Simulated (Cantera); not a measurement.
A Cantera script and what it prints.

```python
import numpy as np
import cantera as ct

gas_names = """
    CL CL2 H HCL H2 Si SiCL SiCL2 SiCL3 SiCL4 SiH SiHCL3 SiH2 SiH2CL2 SiH3 SiH3CL SiH4 Si2 Si3
""".split()
cond_names = """
    Si(cr) Si(L)
""".split()


# ... load() reads the species with a 1 bar reference pressure and builds the phases ...
atoms = {
    'Si': {'Si': 1},
    'HCl': {'H': 1, 'CL': 1},
    'H2': {'H': 2},
}
top_T = {}  # K; cautious upper limits of use, not melting points


# ... equilibrate(T, P, feed) seeds the gas with the atoms and calls Mixture.equilibrate('TP', solver="vcs", rtol=1e-11, max_steps=5000) ...
results = []
feed = {'Si': 1, 'HCl': 11, 'H2': 21}  # mol
P = 1333.22  # Pa
for T in [875, 925, 975, 1025, 1075, 1125, 1175, 1225]:
    mix = equilibrate(T, P, feed)
    results.append((T, P, feed, dict(zip(mix.species_names, mix.species_moles))))

top = {s: max(r[3][s] / sum(r[3][g] for g in gas_names) for r in results) for s in gas_names}
cols = sorted((s for s in top if top[s] > 1e-05), key=lambda s: -top[s])[:7]
seen = [c for c in cond_names if any(r[3].get(c, 0) > 1e-12 for r in results)]
print("log10 of partial pressures in bar; condensed amounts in mol")
print(f"{'T/K':>10s}" + "".join(f"{s[:9]:>10s}" for s in cols + seen))
for T, P, feed, n in results:
    ng = sum(n[g] for g in gas_names)
    print(f"{T:10.4g}" + "".join(f"{np.log10(max(n[s] / ng * P / 1e5, 1e-99)):10.3f}" for s in cols)
          + "".join(f"{n.get(c, 0):10.4g}" for c in seen))
```

Output:

```
log10 of partial pressures in bar; condensed amounts in mol
       T/K        H2       HCL     SiCL4     SiCL2     SiCL3    SiHCL3   SiH2CL2
       875    -2.005    -2.521    -3.370    -9.008    -7.070    -5.514    -8.696
       925    -2.005    -2.521    -3.372    -8.042    -6.506    -5.296    -8.228
       975    -2.005    -2.520    -3.376    -7.180    -6.004    -5.103    -7.811
      1025    -2.005    -2.519    -3.382    -6.407    -5.554    -4.934    -7.440
      1075    -2.006    -2.518    -3.393    -5.716    -5.154    -4.787    -7.113
      1125    -2.007    -2.514    -3.415    -5.104    -4.805    -4.668    -6.832
      1175    -2.009    -2.507    -3.461    -4.581    -4.516    -4.590    -6.612
      1225    -2.013    -2.494    -3.550    -4.163    -4.306    -4.575    -6.474
```

Equilibrium computed with Cantera from the NASA thermochemical tables; the gas is ideal and each condensed phase is pure. The tables' values for SiCl3 are old estimates; treat these amounts as uncertain.
